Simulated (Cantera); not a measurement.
An isothermal plug-flow reactor at 848 K and 368 Torr (inlet), inlet velocity 1.4 m/s, active area per volume 340 1/m; feed H2 : O2 : N2 = 0.0036 : 0.11 : 0.79 (molar parts).

Detailed kinetics in Cantera: Deutschmann's 1995 Pt surface mechanism with GRI-Mech 3.0 gas chemistry. Catalytic surfaces can have several steady states; this one follows from the mechanism file's or the stated starting coverage. Mass transfer to the wall is taken as infinitely fast.

x: gas mole fraction; θ: surface coverage.

| z (m) | x H2 | x O2 | x H2O | θ free Pt | θ O* |
|---|---|---|---|---|---|
| 0.00033 | 0.00300 | 0.121 | … | 0.0974 | 0.902 |
| 0.00063 | 0.00235 | 0.121 | … | 0.0924 | 0.907 |
| 0.0012 | 0.00153 | 0.121 | … | 0.0865 | 0.913 |
| 0.0023 | 0.000697 | 0.120 | … | 0.0810 | 0.918 |
| 0.0045 | 0.000158 | 0.120 | 0.00383 | 0.0778 | 0.921 |
| 0.0087 | 9.90e-6 | 0.120 | 0.00398 | 0.0769 | 0.922 |
| 0.017 | 4.24e-8 | 0.120 | 0.00399 | 0.0768 | 0.922 |
| 0.033 | 1.29e-12 | 0.120 | 0.00399 | 0.0768 | 0.922 |

### Question
Complete the blanks.

### Answer

- 0.00033, x H2O: 0.000988
- 0.00063, x H2O: 0.00163
- 0.0012, x H2O: 0.00246
- 0.0023, x H2O: 0.00329
